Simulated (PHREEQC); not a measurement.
NaF is added in steps, without added water, to 1 kg of water holding 3.6 mmol/kgw CuSO4 and 0.89 mmol/kgw FeCl3, at 25 °C. O2 is buffered at 0.21 atm. The system is closed to CO2. The run lets Hematite, Halite precipitate or redissolve, and no other solid.

Base run: PHREEQC, ion-association model, phreeqc.dat. Each further column changes one thing. The table gives Fe in solution (mol/kgw).

| NaF added (mol) | base | FeCl3 from 0.00089 to 8.9e-05 mol/kgw | temperature from 25 to 55 °C | CuSO4 from 0.0036 to 0.00072 mol/kgw |
|---|---|---|---|---|
| 0 | 2.58e-9 | 1.12e-11 | 4.37e-10 | 1.51e-9 |
| 0.000675 | 1.68e-7 | 6.85e-10 | 1.12e-8 | 2.03e-7 |
| 0.001575 | 7.00e-7 | 1.77e-9 | 4.27e-8 | 8.39e-7 |
| 0.00225 | 1.21e-6 | 2.36e-9 | 7.01e-8 | 1.43e-6 |
| 0.00315 | 1.87e-6 | 2.91e-9 | 1.02e-7 | 2.17e-6 |
| 0.003825 | 2.30e-6 | 3.21e-9 | 1.20e-7 | 2.62e-6 |
| 0.004725 | 2.76e-6 | 3.50e-9 | 1.38e-7 | 3.08e-6 |
| 0.0054 | 3.03e-6 | 3.66e-9 | 1.47e-7 | 3.34e-6 |

Fluoro complexes past AlF4- and FeF3 are missing from the database. At this temperature some constants are extrapolated from 25 °C, and those without enthalpy data are left unchanged.
